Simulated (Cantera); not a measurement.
**Adiabatic ignition**

An adiabatic, constant-pressure homogeneous reactor starts with H2 : O2 : N2 : CO2 = 1 : 1.56 : 5.88 : 0.15 (molar parts), equivalence ratio 0.32, at 1575 K and 1000000 Pa.

Computed with Cantera and GRI-Mech 3.0 (53 species, 325 reactions). The hydrogen kinetics of GRI-Mech 3.0 are dated; newer H2 mechanisms differ, most at raised pressure.

```json
[
 {"t (s)": "1.00e-6", "T (K)": "1582", "x H2": "0.112", "x O2": "0.179", "x H": "0.00166", "x NO": "4.30e-9", "x H2O2": "5.32e-6", "x N2O": "7.02e-9"},
 {"t (s)": "3.40e-6", "T (K)": "2251", "x H2": "0.00221", "x O2": "0.127", "x H": "0.00145", "x NO": "3.40e-5", "x H2O2": "1.10e-6", "x N2O": "2.90e-6"},
 {"t (s)": "1.15e-5", "T (K)": "2340", "x H2": "0.000419", "x O2": "0.129", "x H": "0.000113", "x NO": "4.87e-5", "x H2O2": "6.71e-7", "x N2O": "3.02e-6"},
 {"t (s)": "3.92e-5", "T (K)": "2350", "x H2": "0.000294", "x O2": "0.129", "x H": "6.82e-5", "x NO": "6.89e-5", "x H2O2": "6.86e-7", "x N2O": "2.09e-6"},
 {"t (s)": "0.000133", "T (K)": "2350", "x H2": "0.000292", "x O2": "0.129", "x H": "6.78e-5", "x NO": "0.000133", "x H2O2": "6.86e-7", "x N2O": "2.07e-6"},
 {"t (s)": "0.000452", "T (K)": "2349", "x H2": "0.000292", "x O2": "0.129", "x H": "6.76e-5", "x NO": "0.000348", "x H2O2": "6.85e-7", "x N2O": "2.07e-6"},
 {"t (s)": "0.00153", "T (K)": "2348", "x H2": "0.000290", "x O2": "0.129", "x H": "6.69e-5", "x NO": "0.00106", "x H2O2": "6.82e-7", "x N2O": "2.06e-6"},
 {"t (s)": "0.00521", "T (K)": "2343", "x H2": "0.000284", "x O2": "0.128", "x H": "6.48e-5", "x NO": "0.00322", "x H2O2": "6.72e-7", "x N2O": "2.05e-6"},
 {"t (s)": "0.0177", "T (K)": "2333", "x H2": "0.000272", "x O2": "0.126", "x H": "6.03e-5", "x NO": "0.00802", "x H2O2": "6.51e-7", "x N2O": "2.03e-6"},
 {"t (s)": "0.0601", "T (K)": "2325", "x H2": "0.000262", "x O2": "0.124", "x H": "5.69e-5", "x NO": "0.0119", "x H2O2": "6.34e-7", "x N2O": "2.04e-6"},
 {"t (s)": "0.204", "T (K)": "2325", "x H2": "0.000261", "x O2": "0.124", "x H": "5.66e-5", "x NO": "0.0121", "x H2O2": "6.33e-7", "x N2O": "2.04e-6"},
 {"t (s)": "0.694", "T (K)": "2325", "x H2": "0.000261", "x O2": "0.124", "x H": "5.66e-5", "x NO": "0.0121", "x H2O2": "6.33e-7", "x N2O": "2.04e-6"},
 {"t (s)": "2.36", "T (K)": "2325", "x H2": "0.000261", "x O2": "0.124", "x H": "5.66e-5", "x NO": "0.0121", "x H2O2": "6.33e-7", "x N2O": "2.04e-6"},
 {"t (s)": "8.00", "T (K)": "2325", "x H2": "0.000261", "x O2": "0.124", "x H": "5.66e-5", "x NO": "0.0121", "x H2O2": "6.33e-7", "x N2O": "2.04e-6"}
]
```
x: mole fraction; the columns are a selection and need not sum to one.

```yaml
time_of_steepest_temperature_rise: 1.41 µs
temperature at 8.00 s: 2325 K
equilibrium_temperature: 2325 K
x(H2) at 8.00 s: 0.000261 (gas-phase equilibrium 0.000261)
x(O2) at 8.00 s: 0.124 (gas-phase equilibrium 0.124)
x(H) at 8.00 s: 5.66e-5 (gas-phase equilibrium 5.66e-5)
```
